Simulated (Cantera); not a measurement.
A freely propagating, adiabatic, planar premixed flame of H2 : O2 : N2 = 1 : 0.294 : 0.971 (molar parts), equivalence ratio 1.7, unburnt at 450 K and 3750 Torr; mixture-averaged transport, grid criteria slope 0.08 and curve 0.16, no radiation.

Model: the H2/O2 subset of GRI-Mech 3.0, which has no nitrogen chemistry, integrated in Cantera. The hydrogen kinetics of GRI-Mech 3.0 are dated; newer H2 mechanisms differ, most at raised pressure. Burning velocities carry a grid error of a few per cent, more on coarse grids.

Problem. Predict: laminar burning velocity; thermal thickness; peak x(H2O2); peak x(O); peak x(H).

Solution. 
| Quantity | Value |
|---|---|
| laminar burning velocity | 647 cm/s |
| thermal thickness | 0.0485 mm |
| peak x(H2O2) | 0.000100 |
| peak x(O) | 0.00362 |
| peak x(H) | 0.0580 |
